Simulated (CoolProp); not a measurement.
Vapour-liquid equilibrium of propylene (1) + isobutane (2) at 283.8 K; x and y are mole fractions of (1).

Computed with CoolProp (multi-fluid Helmholtz-energy mixture model, Lemmon 2013 and Bücker 2006; pair parameters Bell 2016).

```
x      bubble pressure, mixture model (MPa)  bubble pressure, Raoult's law (MPa)  y, mixture model  y, Raoult's law
-----  ------------------------------------  -----------------------------------  ----------------  ---------------
0.05                                    [?]                               0.2537               [?]            0.156
0.125                                0.3012                               0.2963             0.318            0.334
0.2                                  0.3342                               0.3388             0.422            0.468
0.275                                0.3639                               0.3814             0.505            0.572
0.35                                 0.3929                               0.4239             0.578            0.654
0.425                                0.4231                               0.4665             0.646            0.722
0.5                                  0.4562                               0.5090               [?]            0.779
0.575                                   [?]                               0.5516               [?]            0.826
0.65                                 0.5354                               0.5941             0.832            0.867
0.725                                0.5832                               0.6367             0.883            0.903
0.8                                  0.6366                               0.6792               [?]            0.934
0.875                                0.6944                               0.7218             0.962            0.961
0.95                                 0.7540                               0.7643             0.987            0.985
```

Fill in the missing entries.


- 0.05, bubble pressure, mixture model (MPa): 0.2603
- 0.05, y, mixture model: 0.165
- 0.5, y, mixture model: 0.712
- 0.575, bubble pressure, mixture model (MPa): 0.4932
- 0.575, y, mixture model: 0.774
- 0.8, y, mixture model: 0.927

The largest gap from Raoult's law is -10.6 % in bubble pressure, at x = 0.575. No azeotrope shows between x = 0.05 and 0.95.

Pair parameters are fitted to limited data, so mixtures are less certain than the pure fluids. The gap from Raoult's law changes sign with composition, which may be real or a fault of the pair parameters; it wasn't checked against measurements.
